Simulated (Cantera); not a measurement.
A freely propagating, adiabatic, planar premixed flame of 2.32 % C₃H₈, 16.8 % O₂, 80.8 % N₂, equivalence ratio 0.69, unburnt at 475 K and 3750 Torr; mixture-averaged transport, grid criteria slope 0.08 and curve 0.16, no radiation.

Cantera simulation using GRI-Mech 3.0 (53 species, 325 reactions); the numbers are that mechanism's predictions, not measurements. GRI-Mech 3.0 was tuned for natural gas; its chemistry of propane as a main component is partial and can be far from experiment. Burning velocities carry a grid error of a few per cent, more on coarse grids.

x: mole fraction of selected species; z is measured from the peak of heat release.

```csv
z (mm),T (K),u (m/s),x C₃H₈,x O₂,x HCN,x H₂,x HCO,x CH₂CO
-0.590,476,0.193,0.0232,0.168,<1e-8,0.000332,<1e-8,6.09e-8
-0.393,484,0.196,0.0232,0.168,<1e-8,___,<1e-8,___
-0.295,508,0.207,0.0231,0.165,<1e-8,0.00112,<1e-8,6.56e-6
-0.197,600,0.245,0.0223,0.157,<1e-8,0.00171,<1e-8,4.13e-5
-0.0983,918,0.380,0.0160,0.128,2.07e-8,0.00248,1.70e-8,0.000268
-0.0491,1205,0.504,0.00681,0.0999,3.99e-8,0.00283,7.86e-7,0.000593
0,1507,0.635,0.000202,0.0706,6.40e-8,0.00239,6.39e-6,0.000602
0.0491,1646,0.690,5.25e-8,0.0578,3.95e-8,0.00115,4.46e-7,5.18e-5
0.0983,1706,0.712,<1e-8,0.0537,___,___,___,___
0.197,1756,0.731,<1e-8,0.0511,<1e-8,0.000325,<1e-8,<1e-8
0.393,1780,0.740,<1e-8,0.0501,<1e-8,0.000102,<1e-8,<1e-8
0.786,1788,0.743,<1e-8,0.0499,<1e-8,2.55e-5,<1e-8,<1e-8
1.57,1790,0.743,<1e-8,0.0499,<1e-8,1.07e-5,<1e-8,<1e-8
```

Complete the blanks.


- -0.393, x H₂: 0.000726
- -0.393, x CH₂CO: 1.07e-6
- 0.0983, x HCN: 1.37e-8
- 0.0983, x H₂: 0.000673
- 0.0983, x HCO: 1.36e-8
- 0.0983, x CH₂CO: 1.85e-6
